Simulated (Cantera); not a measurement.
Thermodynamics of chemical vapour transport, feed MgO + H2O

Input: 1 mol MgO, 1.1 mol H2O, held at 1673.15 K.

Cantera equilibrium calculation (NASA polynomials, part measured and part estimated; ideal gas, pure solids and liquids). Candidate condensed phases: H2O, Mg, MgO, Mg(OH)2; 15 gas species. Kinetics and transport are ignored.

```json
[
 {"P (Pa)": "1000", "x H2O": "0.994", "x H2": "0.00371", "x O2": "0.00164", "x OH": "0.000896", "x H": "6.94e-5", "x O": "1.36e-5", "x Mg(OH)2": "1.69e-6", "x MgOH": "4.40e-8", "n MgO(s)": "1.000"},
 {"P (Pa)": "3200", "x H2O": "0.996", "x H2": "0.00252", "x O2": "0.00111", "x OH": "0.000608", "x H": "3.20e-5", "x O": "6.24e-6", "x Mg(OH)2": "1.69e-6", "x MgOH": "2.03e-8", "n MgO(s)": "1.000"},
 {"P (Pa)": "10000", "x H2O": "0.997", "x H2": "0.00173", "x O2": "0.000762", "x OH": "0.000416", "x H": "1.50e-5", "x O": "2.92e-6", "x Mg(OH)2": "1.69e-6", "x MgOH": "9.50e-9", "n MgO(s)": "1.000"},
 {"P (Pa)": "32000", "x H2O": "0.998", "x H2": "0.00117", "x O2": "0.000517", "x OH": "0.000283", "x H": "6.90e-6", "x O": "1.35e-6", "x Mg(OH)2": "1.69e-6", "x MgOH": "4.38e-9", "n MgO(s)": "1.000"},
 {"P (Pa)": "100000", "x H2O": "0.999", "x H2": "0.000803", "x O2": "0.000354", "x OH": "0.000193", "x H": "3.23e-6", "x O": "6.29e-7", "x Mg(OH)2": "1.69e-6", "x MgOH": "2.05e-9", "n MgO(s)": "1.000"},
 {"P (Pa)": "320000", "x H2O": "0.999", "x H2": "0.000545", "x O2": "0.000240", "x OH": "0.000131", "x H": "1.49e-6", "x O": "2.90e-7", "x Mg(OH)2": "1.69e-6", "x MgOH": "9.43e-10", "n MgO(s)": "1.000"},
 {"P (Pa)": "1000000", "x H2O": "0.999", "x H2": "0.000373", "x O2": "0.000164", "x OH": "8.98e-5", "x H": "6.96e-7", "x O": "1.36e-7", "x Mg(OH)2": "1.69e-6", "x MgOH": "4.41e-10", "n MgO(s)": "1.000"}
]
```
x: gas mole fraction; n: condensed amount in mol.

From 10.0 mbar to 10.0 bar the condensed part is MgO(s). The main Mg-bearing gas is Mg(OH)2 throughout.
